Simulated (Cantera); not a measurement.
A closed system holds: 1 mol H2O, 0.37 mol H2, 0.5 mol O2, at 2877 °C and 5000000 Pa.

Equilibrium computed with Cantera from the NASA thermochemical tables; the gas is ideal and each condensed phase is pure. Candidate condensed phases: H2O; 9 gas species. The ideal-gas law is rough above about 30 bar. Rates play no part.

Base state: H2O 0.729, O2 0.168, OH 0.0693, H2 0.0183, O 0.0107, H 0.00468, HO2 0.000334, H2O2 4.63e-5 (mole fractions); condensed: gas only.

**Question.** What changes in the equilibrium state with this change: temperature from 2877 °C to 750 °C?

**Answer.** 
```
species    before    after
-------  --------  -------
H2O         0.729    0.813
O2          0.168    0.187
OH         0.0693  1.86e-7
H2         0.0183    <1e-9
O          0.0107    <1e-9
H         0.00468    <1e-9
HO2      0.000334  9.32e-9
H2O2      4.63e-5  9.90e-9
```

**Question.** What changes in the equilibrium state with this change: pressure from 5000000 Pa to 100000 Pa?

**Answer.** 
```csv
species,before,after
H2O,0.729,0.475
O2,0.168,0.147
OH,0.0693,0.144
H2,0.0183,0.0899
H,0.00468,0.0734
O,0.0107,0.0708
H2O2,4.63e-5,3.99e-6
HO2,0.000334,9.18e-5
```

**Question.** What changes in the equilibrium state with this change: temperature from 2877 °C to 2652 °C?

**Answer.** 
```json
[
 {"species": "H2O", "before": "0.729", "after": "0.765"},
 {"species": "O2", "before": "0.168", "after": "0.174"},
 {"species": "OH", "before": "0.0693", "after": "0.0446"},
 {"species": "H2", "before": "0.0183", "after": "0.00896"},
 {"species": "O", "before": "0.0107", "after": "0.00513"},
 {"species": "H", "before": "0.00468", "after": "0.00167"},
 {"species": "HO2", "before": "0.000334", "after": "0.000236"},
 {"species": "H2O2", "before": "4.63e-5", "after": "3.56e-5"}
]
```
